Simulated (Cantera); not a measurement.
Charge: 1 mol MgO, 0.67 mol CH₄, 0.011 mol CO, at 2075 K.

Method: chemical equilibrium by Gibbs-energy minimisation in Cantera with the NASA 1993 tables (ideal gas, pure condensed phases). Candidate condensed phases: C, C₆H₆, C₇H₈, C₈H₁₈, H₂O, Mg, MgCO₃, MgO, Mg(OH)₂; 116 gas species. The tables' values for MgH are old estimates; treat these amounts as uncertain. The numbers say what is thermodynamically allowed, not how fast it happens.

Task: At 0.000100 bar, list the 5 most abundant gas species with their mole fractions, and the condensed phases.

Result: Mg 0.307, H₂ 0.260, CO 0.197, H 0.136, H₂O 0.0811. Condensed: gas only.
